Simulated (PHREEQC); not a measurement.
Make-up at 20 °C: 0.0013 mol/kgw HCl, 0.15 mol/kgw NaCl and 0.00018 mol/kgw MnSO4. Closed to the air; pH follows from the charge balance.

Equilibrium calculation in PHREEQC: ion-association model, wateq4f.dat.

Question: The ionic strength comes out as 0.152 mol/kgw. What activity coefficients do SO4-2, Cl-, MnCl+, H+, NaSO4- get?

Answer: SO4-2 0.33, Cl- 0.73, MnCl+ 0.76, H+ 0.81, NaSO4- 0.76.

Precipitation was switched off in this run.
